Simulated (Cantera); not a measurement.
Input: 1 mol CCl4, equilibrated at 10.0 mbar.

Cantera equilibrium calculation (NASA polynomials, part measured and part estimated; ideal gas, pure solids and liquids). Candidate condensed phases: C; 14 gas species. Gases not in the tables: chlorinated aromatics. Equilibrium is a limit: real reactors are often held back by kinetics, nucleation or transport.

Q: Which condensed phases are stable at each of these points (T (°C)): 627, 827, 1027, 1227, 1427, 1627, 1827, 2027, 2227, 2427, 2627, 2827?

A: 
```
T (°C)  condensed phases  C condensed (%)
------  ----------------  ---------------
627          C(graphite)            100.0
827          C(graphite)            100.0
1027         C(graphite)            100.0
1227         C(graphite)            100.0
1427         C(graphite)            100.0
1627         C(graphite)            100.0
1827         C(graphite)            100.0
2027         C(graphite)            100.0
2227         C(graphite)             99.9
2427         C(graphite)             98.8
2627         C(graphite)             85.5
2827            gas only              0.0
```

From 627 °C to 2627 °C the condensed part is C(graphite). At 2827 °C nothing is condensed.
